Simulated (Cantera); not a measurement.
A closed system holds: 1 mol SiO2, 14 mol CO, equilibrated at 1 atm.

Method: chemical equilibrium by Gibbs-energy minimisation in Cantera with the NASA 1993 tables (ideal gas, pure condensed phases). Candidate condensed phases: C, Si, SiC, SiO2; 20 gas species. The tables hold silica as quartz up to 1696 K and as liquid above; real silica turns to tridymite and cristobalite and melts near 1996 K. Rates play no part.

Which condensed phases are stable at each of these points (T (°C)): 1702, 1752, 1802, 1852, 1902, 1952, 2002, 2052, 2102, 2152, 2202, 2252?


```csv
T (°C),condensed phases,Si condensed (%)
1702,SiO2(condensed),95.4
1752,SiO2(l),93.4
1802,SiO2(l),90.6
1852,SiO2(l),86.9
1902,SiO2(l),81.9
1952,SiO2(l),75.5
2002,SiO2(l),67.3
2052,SiO2(l),56.9
2102,SiO2(l),43.9
2152,SiO2(l),27.8
2202,SiO2(l),8.1
2252,gas only,0.0
```

At 1702 °C the condensed part is SiO2(condensed). From 1752 °C to 2202 °C the condensed part is SiO2(l). At 2252 °C nothing is condensed.
